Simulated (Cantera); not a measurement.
Input (Python, Cantera) and output of one run.

```python
import numpy as np
import cantera as ct

gas_names = """
    AL ALH ALI ALI3 ALN ALO ALOH ALO2 ALO2H AL2 AL2I6 AL2O AL2O2 H HALO HI HNO HNO2 HNO3 HO2 H2 H2O H2O2
    I I2 N NH NH2 NH3 NH2OH NO NO2 NO3 N2 N2H2 N2H4 N2O O OH O2 O3
""".split()
cond_names = """
    AL(cr) AL(L) ALI3(s) ALI3(L) ALN(s) AL2O3(a) AL2O3(L) H2O(s) H2O(L) I2(cr) I2(L)
""".split()


# ... load() reads the species with a 1 bar reference pressure and builds the phases ...
atoms = {
    'AlI3': {'AL': 1, 'I': 3},
    'H2O': {'H': 2, 'O': 1},
    'N2': {'N': 2},
}
top_T = {'ALN(s)': 2750}  # K; cautious upper limits of use, not melting points


# ... equilibrate(T, P, feed) seeds the gas with the atoms and calls Mixture.equilibrate('TP', solver="vcs", rtol=1e-11, max_steps=5000) ...
results = []
feed = {'AlI3': 1, 'H2O': 2.5, 'N2': 1.9}  # mol
T = 1748  # K
for P in [10, 46, 220, 1000, 4600, 22000, 100000]:
    mix = equilibrate(T, P, feed)
    results.append((T, P, feed, dict(zip(mix.species_names, mix.species_moles))))
    x = sorted(zip(gas.X, gas.species_names), reverse=True)
    print(f"T = {T:g} K  P = {P:g} Pa  gas = {mix.phase_moles(0):.4g} mol")
    print("   x: " + "  ".join(f"{s} {v:.3e}" for v, s in x if v > 0.0001))
    print("   condensed (mol): " + ("  ".join(f"{mix.phase(i).name} {mix.phase_moles(i):.4g}"
          for i in range(1, mix.n_phases) if mix.phase_moles(i) > 1e-12) or "none"))
```

Result:

```
T = 1748 K  P = 10 Pa  gas = 7.431 mol
   x: I 4.015e-01  N2 2.557e-01  H2 1.959e-01  H2O 1.341e-01  H 1.011e-02  HI 2.242e-03  OH 4.039e-04
   condensed (mol): AL2O3(a) 0.5
T = 1748 K  P = 46 Pa  gas = 7.4 mol
   x: I 4.005e-01  N2 2.567e-01  H2 1.980e-01  H2O 1.349e-01  HI 4.822e-03  H 4.740e-03  OH 1.885e-04
   condensed (mol): AL2O3(a) 0.5
T = 1748 K  P = 220 Pa  gas = 7.37 mol
   x: I 3.966e-01  N2 2.578e-01  H2 1.973e-01  H2O 1.356e-01  HI 1.042e-02  H 2.164e-03
   condensed (mol): AL2O3(a) 0.5
T = 1748 K  P = 1000 Pa  gas = 7.324 mol
   x: I 3.878e-01  N2 2.594e-01  H2 1.936e-01  H2O 1.365e-01  HI 2.152e-02  H 1.005e-03  I2 1.690e-04
   condensed (mol): AL2O3(a) 0.5
T = 1748 K  P = 4600 Pa  gas = 7.241 mol
   x: I 3.698e-01  N2 2.624e-01  H2 1.854e-01  H2O 1.381e-01  HI 4.308e-02  I2 7.072e-04  H 4.587e-04
   condensed (mol): AL2O3(a) 0.5
T = 1748 K  P = 22000 Pa  gas = 7.09 mol
   x: I 3.356e-01  N2 2.680e-01  H2 1.705e-01  H2O 1.410e-01  HI 8.197e-02  I2 2.785e-03  H 2.011e-04
   condensed (mol): AL2O3(a) 0.5
T = 1748 K  P = 100000 Pa  gas = 6.867 mol
   x: I 2.816e-01  N2 2.767e-01  H2 1.497e-01  H2O 1.456e-01  HI 1.374e-01  I2 8.914e-03
   condensed (mol): AL2O3(a) 0.5
```

Cantera equilibrium calculation (NASA polynomials, part measured and part estimated; ideal gas, pure solids and liquids). Gases not in the tables: Al(OH)3.
